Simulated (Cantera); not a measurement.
**NO annealing gas**

An isothermal, constant-pressure homogeneous reactor starts with NO : N2 = 1 : 1.4 (molar parts), at 2075 K and 18000 Pa.

Cantera simulation using GRI-Mech 3.0 (53 species, 325 reactions); the numbers are that mechanism's predictions, not measurements.

```json
[
 {"t (s)": "0.000100", "x NO": "0.417", "x N2O": "5.92e-6", "x O2": "4.94e-8", "x O": "6.08e-6", "x N2": "0.583", "x NO2": "2.65e-7"},
 {"t (s)": "0.000251", "x NO": "0.417", "x N2O": "1.41e-5", "x O2": "3.17e-7", "x O": "1.53e-5", "x N2": "0.583", "x NO2": "1.35e-6"},
 {"t (s)": "0.000631", "x NO": "0.417", "x N2O": "3.11e-5", "x O2": "2.19e-6", "x O": "4.02e-5", "x N2": "0.583", "x NO2": "5.66e-6"},
 {"t (s)": "0.00158", "x NO": "0.416", "x N2O": "5.76e-5", "x O2": "1.79e-5", "x O": "0.000108", "x N2": "0.583", "x NO2": "1.85e-5"},
 {"t (s)": "0.00398", "x NO": "0.416", "x N2O": "7.71e-5", "x O2": "0.000148", "x O": "0.000231", "x N2": "0.584", "x NO2": "4.00e-5"},
 {"t (s)": "0.0100", "x NO": "0.415", "x N2O": "7.85e-5", "x O2": "0.000729", "x O": "0.000285", "x N2": "0.584", "x NO2": "4.88e-5"},
 {"t (s)": "0.0251", "x NO": "0.412", "x N2O": "7.69e-5", "x O2": "0.00230", "x O": "0.000306", "x N2": "0.586", "x NO2": "5.30e-5"},
 {"t (s)": "0.0631", "x NO": "0.403", "x N2O": "7.29e-5", "x O2": "0.00637", "x O": "0.000353", "x N2": "0.590", "x NO2": "6.20e-5"},
 {"t (s)": "0.158", "x NO": "0.382", "x N2O": "6.36e-5", "x O2": "0.0171", "x O": "0.000453", "x N2": "0.601", "x NO2": "7.90e-5"},
 {"t (s)": "0.398", "x NO": "0.327", "x N2O": "4.43e-5", "x O2": "0.0446", "x O": "0.000640", "x N2": "0.628", "x NO2": "0.000100"},
 {"t (s)": "1.00", "x NO": "0.208", "x N2O": "1.68e-5", "x O2": "0.104", "x O": "0.000917", "x N2": "0.688", "x NO2": "9.48e-5"}
]
```
x: mole fraction; the columns are a selection and need not sum to one.

Equilibrium at this temperature and pressure: NO 0.00921, N2O 2.18e-7, O2 0.203, O 0.00125, N2 0.787, NO2 5.86e-6 (gas phase only).
